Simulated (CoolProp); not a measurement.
Vapour-liquid equilibrium of benzene (1) + dimethyl carbonate (2) at 0.0213 MPa; x and y are mole fractions of (1).

Values from CoolProp's multi-fluid Helmholtz-energy mixture model, Thol 2012 and Zhou 2011; pair parameters Bell 2016.

### Question
Give the bubble temperature and the first vapour's composition at x = 0.05, 0.15, 0.75. Is there an azeotrope?

### Answer
x = 0.05: 46.5 °C, y = 0.105; x = 0.15: 44.2 °C, y = 0.270; x = 0.75: 37.6 °C, y = 0.800. No azeotrope shows between x = 0.05 and 0.95.

The pair parameters rest on a limited set of measurements; away from them the model extrapolates.
